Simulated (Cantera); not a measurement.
An adiabatic, constant-pressure homogeneous reactor starts with H2 : O2 : N2 = 1 : 0.278 : 1.04 (molar parts), equivalence ratio 1.8, at 1100 K and 100000 Pa. Integrator tolerance rtol = 1e-08.

Cantera simulation using GRI-Mech 3.0 (53 species, 325 reactions); the numbers are that mechanism's predictions, not measurements.

Task: What does this change do: H2 1 to 2.4 parts?

Result: 
```csv
quantity,before,after
time of steepest temperature rise,99.1 µs,0.144 ms
temperature at 0.700 s,2644 K,2189 K
equilibrium temperature,2644 K,2189 K
x(H2) at 0.700 s,0.209 (gas-phase equilibrium 0.209),0.533 (gas-phase equilibrium 0.533)
x(O2) at 0.700 s,0.000209 (gas-phase equilibrium 0.000209),1.04e-7 (gas-phase equilibrium 1.04e-7)
x(N2O) at 0.700 s,3.28e-8 (gas-phase equilibrium 3.28e-8),1.83e-10 (gas-phase equilibrium 1.86e-10)
x(H2O) at 0.700 s,0.261 (gas-phase equilibrium 0.261),0.161 (gas-phase equilibrium 0.161)
x(OH) at 0.700 s,0.00637 (gas-phase equilibrium 0.00637),0.000161 (gas-phase equilibrium 0.000161)
x(NO) at 0.700 s,0.000739 (gas-phase equilibrium 0.000739),5.13e-6 (gas-phase equilibrium 5.39e-6)
x(NO2) at 0.700 s,1.80e-8 (gas-phase equilibrium 1.80e-8),4.67e-12 (gas-phase equilibrium 4.91e-12)
```

Task: What does this change do: initial temperature 1100 to 1748 K?

Result: 
```
quantity                                                              before                                    after
---------------------------------  -----------------------------------------  ---------------------------------------
time of steepest temperature rise                                    99.1 µs                                  6.85 µs
temperature at 0.700 s                                                2644 K                                   2901 K
equilibrium temperature                                               2644 K                                   2901 K
x(H2) at 0.700 s                         0.209 (gas-phase equilibrium 0.209)      0.201 (gas-phase equilibrium 0.201)
x(O2) at 0.700 s                   0.000209 (gas-phase equilibrium 0.000209)  0.00139 (gas-phase equilibrium 0.00139)
x(N2O) at 0.700 s                    3.28e-8 (gas-phase equilibrium 3.28e-8)  1.20e-7 (gas-phase equilibrium 1.20e-7)
x(H2O) at 0.700 s                        0.261 (gas-phase equilibrium 0.261)      0.234 (gas-phase equilibrium 0.234)
x(OH) at 0.700 s                     0.00637 (gas-phase equilibrium 0.00637)    0.0186 (gas-phase equilibrium 0.0186)
x(NO) at 0.700 s                   0.000739 (gas-phase equilibrium 0.000739)  0.00271 (gas-phase equilibrium 0.00271)
x(NO2) at 0.700 s                    1.80e-8 (gas-phase equilibrium 1.80e-8)  1.37e-7 (gas-phase equilibrium 1.37e-7)
```
